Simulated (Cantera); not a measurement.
An adiabatic, constant-pressure homogeneous reactor starts with 14.4 % CH₃OH, 18.0 % O₂, 67.6 % N₂, equivalence ratio 1.2, at 1750 K and 975 Torr.

Detailed kinetics in Cantera: GRI-Mech 3.0 (53 species, 325 reactions). GRI-Mech 3.0 was tuned for natural gas; its chemistry of methanol as a main component is partial and can be far from experiment.

Q: Predict: time of steepest temperature rise; temperature at 0.700 s; equilibrium temperature; x(O₂) at 0.700 s; x(NO) at 0.700 s; x(H₂O₂) at 0.700 s; x(O) at 0.700 s.

A: 
| Item | Value |
|---|---|
| time of steepest temperature rise | 25.3 µs |
| temperature at 0.700 s | 2831 K |
| equilibrium temperature | 2831 K |
| x(O₂) at 0.700 s | 0.0132 (gas-phase equilibrium 0.0132) |
| x(NO) at 0.700 s | 0.00829 (gas-phase equilibrium 0.00829) |
| x(H₂O₂) at 0.700 s | 3.34e-7 (gas-phase equilibrium 3.34e-7) |
| x(O) at 0.700 s | 0.00621 (gas-phase equilibrium 0.00621) |
